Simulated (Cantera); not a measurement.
An isothermal, constant-pressure homogeneous reactor starts with CO : O₂ : H₂O : N₂ = 0.016 : 0.0085 : 0.00013 : 1 (molar parts), equivalence ratio 0.94, at 1425 K and 100000 Pa.

Cantera simulation using GRI-Mech 3.0 (53 species, 325 reactions); the numbers are that mechanism's predictions, not measurements.

x: mole fraction; the columns are a selection and need not sum to one.

| t (s) | x CO | x O₂ | x H₂O | x O | x N₂O | x NO₂ | x NO |
|---|---|---|---|---|---|---|---|
| 3.00e-5 | 0.0156 | 0.00830 | 0.000127 | ? | <1e-12 | <1e-12 | <1e-12 |
| 8.77e-5 | 0.0156 | 0.00830 | 0.000127 | ? | <1e-12 | <1e-12 | <1e-12 |
| 0.000256 | 0.0156 | 0.00830 | 0.000127 | ? | 4.58e-12 | <1e-12 | <1e-12 |
| 0.000750 | 0.0156 | 0.00830 | 0.000127 | ? | 4.07e-11 | <1e-12 | <1e-12 |
| 0.00219 | 0.0156 | 0.00829 | 0.000127 | ? | 6.49e-10 | <1e-12 | 2.88e-12 |
| 0.00641 | 0.0152 | 0.00797 | 0.000113 | ? | 2.13e-7 | 2.15e-11 | 7.39e-9 |
| 0.0187 | 0.00675 | 0.00342 | 3.43e-5 | ? | 1.07e-6 | 9.16e-9 | 6.30e-6 |
| 0.0548 | 0.00233 | 0.00157 | 9.05e-5 | ? | 7.23e-7 | 1.19e-8 | 1.15e-5 |
| 0.160 | 0.000888 | 0.000910 | 0.000115 | ? | 6.59e-7 | 1.57e-8 | 1.32e-5 |
| 0.468 | 0.000333 | 0.000645 | 0.000123 | ? | 5.28e-7 | 2.26e-8 | 1.41e-5 |
| 1.37 | 0.000110 | 0.000538 | 0.000126 | ? | 2.64e-7 | 3.18e-8 | 1.45e-5 |
| 4.00 | 3.00e-5 | 0.000499 | 0.000127 | ? | 7.91e-8 | 3.48e-8 | 1.46e-5 |

Some entries are withheld; supply them.


- 3.00e-5, x O: 3.81e-9
- 8.77e-5, x O: 1.11e-8
- 0.000256, x O: 3.25e-8
- 0.000750, x O: 1.08e-7
- 0.00219, x O: 9.37e-7
- 0.00641, x O: 0.000250
- 0.0187, x O: 0.000943
- 0.0548, x O: 0.000175
- 0.160, x O: 3.98e-5
- 0.468, x O: 1.09e-5
- 1.37, x O: 3.06e-6
- 4.00, x O: 7.85e-7
